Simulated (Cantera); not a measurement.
A Cantera script and its output.

```python
import numpy as np
import cantera as ct

gas = ct.Solution("gri30.yaml")
gas.TPX = 800, 850000, {'CH4': 1, 'CO': 0.18, 'O2': 3.03, 'N2': 11.4, 'H2': 0.23}
inlet = ct.Reservoir(gas, clone=True)
gas.equilibrate("HP")  # start burning
reactor = ct.IdealGasConstPressureReactor(gas, energy="on", clone=False)
exhaust = ct.Reservoir(gas, clone=True)
tau = [0.18, 0.084, 0.04, 0.019, 0.009, 0.0043, 0.002, 0.00096, 0.00046, 0.00022, 0.0001, 4.9e-05, 2.3e-05][0]
for a, b in ((inlet, reactor), (reactor, exhaust)):
    ct.MassFlowController(a, b, mdot=lambda t: reactor.mass / tau)
net = ct.ReactorNet([reactor])
show = ['CH4', 'CO', 'O2', 'OH', 'CO2', 'C2H2']

rows = []
print(f"{'tau/s':>10s}{'T/K':>9s}" + "".join(f"{s:>11s}" for s in show))
for tau in [0.18, 0.084, 0.04, 0.019, 0.009, 0.0043, 0.002, 0.00096, 0.00046, 0.00022, 0.0001, 4.9e-05, 2.3e-05]:
    net.initial_time = 0.0
    net.advance(30 * tau)
    before = gas.X
    net.advance(40 * tau)
    drift = np.max(np.abs(gas.X - before) / (gas.X + 1e-9))
    rows.append([gas.T, *gas[show].X, drift])
    print(f"{tau:10.3e}{gas.T:9.1f}" + "".join(f"{x:11.3e}" for x in gas[show].X))
```

Result:

```
     tau/s      T/K        CH4         CO         O2         OH        CO2       C2H2
 1.800e-01   2276.9  2.012e-07  1.164e-03  4.963e-02  3.267e-03  7.417e-02  7.319e-13
 8.400e-02   2278.6  4.250e-07  1.183e-03  5.010e-02  3.303e-03  7.415e-02  3.202e-12
 4.000e-02   2280.7  8.752e-07  1.216e-03  5.069e-02  3.353e-03  7.411e-02  1.332e-11
 1.900e-02   2282.5  1.798e-06  1.273e-03  5.130e-02  3.415e-03  7.405e-02  5.489e-11
 9.000e-03   2283.2  3.681e-06  1.378e-03  5.181e-02  3.496e-03  7.393e-02  2.219e-10
 4.300e-03   2282.2  7.371e-06  1.574e-03  5.220e-02  3.613e-03  7.372e-02  8.384e-10
 2.000e-03   2278.2  1.471e-05  1.966e-03  5.255e-02  3.818e-03  7.329e-02  2.990e-09
 9.600e-04   2270.3  2.739e-05  2.656e-03  5.294e-02  4.148e-03  7.253e-02  8.655e-09
 4.600e-04   2256.4  4.885e-05  3.833e-03  5.353e-02  4.649e-03  7.125e-02  2.097e-08
 2.200e-04   2234.2  8.466e-05  5.710e-03  5.445e-02  5.308e-03  6.920e-02  4.368e-08
 1.000e-04   2198.3  1.519e-04  8.777e-03  5.605e-02  6.085e-03  6.583e-02  8.745e-08
 4.900e-05   2151.9  2.657e-04  1.284e-02  5.836e-02  6.678e-03  6.136e-02  1.650e-07
 2.300e-05   2082.9  5.226e-04  1.915e-02  6.238e-02  6.868e-03  5.433e-02  3.692e-07
```

Model: GRI-Mech 3.0 (53 species, 325 reactions), integrated in Cantera.
